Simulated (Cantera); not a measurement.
Charge: 1 mol B2O3, 14 mol H2, 0.43 mol N2, 0.73 mol O2, equilibrated at 0.405 Torr.

Method: chemical equilibrium by Gibbs-energy minimisation in Cantera with the NASA 1993 tables (ideal gas, pure condensed phases). Candidate condensed phases: B, BN, B2O3, B3O3H3, H2O; 39 gas species. Rates play no part.

Q: At 975 K, list the 5 most abundant gas species with their mole fractions, and the condensed phases.

A: H2 0.869, H2O 0.101, N2 0.0298, HBO2 0.000209, (HBO2)3 2.36e-5. Condensed: B2O3(l).
